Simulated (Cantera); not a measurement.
Input (Python, Cantera) and output of one run.

```python
import numpy as np
import cantera as ct

gas_names = """
    AL ALCL ALCL2 ALCL3 AL2 AL2CL6 CL CL2
""".split()
cond_names = """
    AL(cr) AL(L) ALCL3(s) ALCL3(L)
""".split()


# ... load() reads the species with a 1 bar reference pressure and builds the phases ...
atoms = {
    'Al': {'AL': 1},
    'Cl2': {'CL': 2},
}
top_T = {}  # K; cautious upper limits of use, not melting points


# ... equilibrate(T, P, feed) seeds the gas with the atoms and calls Mixture.equilibrate('TP', solver="vcs", rtol=1e-11, max_steps=5000) ...
results = []
feed = {'Al': 1, 'Cl2': 3.2}  # mol
T = 600  # K
for P in [1, 10, 100, 1000, 10000, 100000]:
    mix = equilibrate(T, P, feed)
    results.append((T, P, feed, dict(zip(mix.species_names, mix.species_moles))))
    x = sorted(zip(gas.X, gas.species_names), reverse=True)
    print(f"T = {T:g} K  P = {P:g} Pa  gas = {mix.phase_moles(0):.4g} mol")
    print("   x: " + "  ".join(f"{s} {v:.3e}" for v, s in x if v > 0.0001))
    print("   condensed (mol): " + ("  ".join(f"{mix.phase(i).name} {mix.phase_moles(i):.4g}"
          for i in range(1, mix.n_phases) if mix.phase_moles(i) > 1e-12) or "none"))
```

It prints:

```
T = 600 K  P = 1 Pa  gas = 2.695 mol
   x: CL2 6.308e-01  ALCL3 3.673e-01  AL2CL6 1.863e-03
   condensed (mol): none
T = 600 K  P = 10 Pa  gas = 2.657 mol
   x: CL2 6.399e-01  ALCL3 3.438e-01  AL2CL6 1.631e-02
   condensed (mol): none
T = 600 K  P = 100 Pa  gas = 2.501 mol
   x: CL2 6.799e-01  ALCL3 2.404e-01  AL2CL6 7.976e-02
   condensed (mol): none
T = 600 K  P = 1000 Pa  gas = 2.326 mol
   x: CL2 7.310e-01  AL2CL6 1.610e-01  ALCL3 1.080e-01
   condensed (mol): none
T = 600 K  P = 10000 Pa  gas = 2.243 mol
   x: CL2 7.579e-01  AL2CL6 2.037e-01  ALCL3 3.841e-02
   condensed (mol): none
T = 600 K  P = 100000 Pa  gas = 2.214 mol
   x: CL2 7.679e-01  AL2CL6 2.195e-01  ALCL3 1.261e-02
   condensed (mol): none
```

Equilibrium computed with Cantera from the NASA thermochemical tables; the gas is ideal and each condensed phase is pure.
